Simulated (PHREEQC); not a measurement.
## Polishing slurry liquid: speciation

A solution holds 0.054 mol/kgw KOH, 0.013 mol/kgw K2SO4 and 0.062 mol/kgw H3BO3, at 20 °C. Closed to the air; pH follows from the charge balance.

Computed with PHREEQC (Pitzer model, pitzer.dat).

This is a speciation only: nothing precipitates in the calculation.

Problem. What pH, osmotic coefficient, ionic strength does the model give?

Solution. pH 9.98; osmotic coefficient 0.904; ionic strength 0.0931 mol/kgw.

Problem. In which forms is B present?

Solution. B(OH)4- 86 %, B(OH)3 12 %, B3O3(OH)4- 0.8 % of the B.
